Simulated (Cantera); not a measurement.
Input: 1 mol ZrO2, 1400 mol H2, at 1925 K and 21.0 Pa.

These are equilibrium values from Cantera (NASA tables, ideal gas, pure condensed phases), not measurements of a reactor. Candidate condensed phases: H2O, Zr, ZrO2; 12 gas species. Equilibrium is a limit: real reactors are often held back by kinetics, nucleation or transport.

Base state: H2 0.936, H 0.0638 (mole fractions); condensed: ZrO2(tetragonal).

**Question.** What changes in the equilibrium state with this change: ZrO2 replaced by SiO2?

**Answer.** 
```tsv
species	before	after
H2	0.936	0.935
H	0.0638	0.0638
SiO	0	0.000691
H2O	5.46e-6	0.000687
ZrO2(tetragonal), mol	0.992	0
```
Further candidate phases: Si, SiO2.
